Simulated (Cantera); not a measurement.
Input: 1 mol B, 0.26 mol O2, 120 mol H2, equilibrated at 35.0 mbar.

Cantera equilibrium calculation (NASA polynomials, part measured and part estimated; ideal gas, pure solids and liquids). Candidate condensed phases: B, B2O3, B3O3H3, H2O; 23 gas species. Mutual solubility and eutectic melting of coexisting phases are not modelled. The tables' values for BH2 are old estimates; treat these amounts as uncertain. Rates play no part.

log p: log10 of the partial pressure in bar; n: condensed amount in mol.

```tsv
T (°C)	log p H2	log p HBO	log p B3O3H3	log p H	log p B2O2	n B(s)	n B2O3(l)
575	-1.46	-8.74	[?]	-11.45	<-13	0.546	0.0664
675	-1.46	-7.37	-4.43	-10.01	-11.36	0.525	0.0455
775	-1.46	-6.27	-4.38	-8.84	-9.43	0.511	0.0306
875	-1.46	-5.36	-4.36	-7.87	-7.85	0.498	0.0175
975	-1.46	-4.62	-4.37	-7.06	-6.56	0.481	0
1075	-1.46	-4.09	[?]	-6.36	-5.65	0.485	0
1175	-1.46	-3.88	[?]	-5.76	-5.36	0.484	0
1275	-1.46	-3.85	[?]	-5.24	-5.42	0.480	0
1375	-1.46	-3.84	[?]	-4.78	-5.52	0.476	0
```

**Question.** What belongs in the gaps?

**Answer.** 
- 575, log p B3O3H3: -4.51
- 1075, log p B3O3H3: -4.68
- 1175, log p B3O3H3: -5.69
- 1275, log p B3O3H3: -7.03
- 1375, log p B3O3H3: -8.26
